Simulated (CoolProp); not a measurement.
Benzene at several states: fugacity coefficient from the reference equation and from simpler models built on Tc = 562.0 K, pc = 4.906 MPa, ω = 0.211; each cubic takes its own stable root.

Computed with CoolProp (reference Helmholtz-energy equation of state, Thol 2012).

| T (K) | p (MPa) | phase | reference |
|---|---|---|---|
| 546.6 | 0.77 | gas | 0.9418 |
| 455.1 | 16.1 | liquid | 0.08726 |
| 502.1 | 10.1 | liquid | 0.2164 |
| 555.4 | 0.645 | gas | 0.9537 |
| 547.3 | 0.0789 | gas | 0.9940 |
| 318 | 12.6 | liquid | 0.003578 |

Question: How far does each simpler model (Redlich-Kwong, Soave-Redlich-Kwong) lie from the reference over these 6 states: mean and median of the absolute difference, and the worst?

Answer: 
- Redlich-Kwong: mean 21.3 %, median 7.2 %, worst +85.8 % at 318 K and 12.6 MPa
- Soave-Redlich-Kwong: mean 2.6 %, median 2.3 %, worst +6.1 % at 455.1 K and 16.1 MPa
